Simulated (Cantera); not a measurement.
Input: 1 mol FeS, 960 mol H2, equilibrated at 730 Pa.

Method: chemical equilibrium by Gibbs-energy minimisation in Cantera with the NASA 1993 tables (ideal gas, pure condensed phases). Candidate condensed phases: Fe, FeS, FeS2, S; 8 gas species. FeS: taken at fixed stoichiometry. The numbers say what is thermodynamically allowed, not how fast it happens.

x: gas mole fraction; n: condensed amount in mol.

| T (K) | x H2 | x H | x H2S | x Fe | x SH | x S | x S2 | n Fe(α) | n FeS(s) | n Fe(γ) |
|---|---|---|---|---|---|---|---|---|---|---|
| 750 | 1.000 | 3.70e-12 | 7.93e-5 | <1e-12 | 7.79e-12 | <1e-12 | <1e-12 | 0.0761 | 0.924 | 0 |
| 900 | 1.000 | 1.37e-9 | 0.000459 | <1e-12 | 3.61e-9 | <1e-12 | … | 0.441 | 0.559 | 0 |
| 1050 | 0.999 | 9.49e-8 | 0.00104 | 2.10e-11 | 1.89e-7 | 4.20e-11 | … | 1.00 | 0 | 0 |
| 1200 | 0.999 | 2.31e-6 | 0.00104 | 6.80e-9 | 1.99e-6 | 3.37e-9 | … | 0 | 0 | 1.000 |
| 1350 | 0.999 | 2.79e-5 | 0.00102 | 5.89e-7 | 1.23e-5 | 1.02e-7 | … | 0 | 0 | 0.999 |
| 1500 | 0.999 | 0.000206 | 0.000970 | 2.05e-5 | 5.06e-5 | 1.49e-6 | … | 0 | 0 | 0.980 |
| 1650 | 0.998 | 0.00106 | 0.000830 | 0.000370 | 0.000144 | 1.20e-5 | … | 0 | 0 | 0.644 |
| 1800 | 0.994 | 0.00418 | 0.000606 | 0.00104 | 0.000287 | 5.74e-5 | 4.36e-5 | 0 | 0 | 0 |
| 1950 | 0.985 | 0.0133 | 0.000369 | 0.00103 | 0.000409 | 0.000172 | 4.17e-5 | 0 | 0 | 0 |
| 2100 | 0.962 | 0.0358 | 0.000188 | 0.00102 | 0.000435 | 0.000349 | … | 0 | 0 | 0 |

Task: What belongs in the gaps?

Result: 
- 900, x S2: 1.42e-10
- 1050, x S2: 2.26e-8
- 1200, x S2: 2.98e-7
- 1350, x S2: 2.17e-6
- 1500, x S2: 9.78e-6
- 1650, x S2: 2.70e-5
- 2100, x S2: 2.52e-5
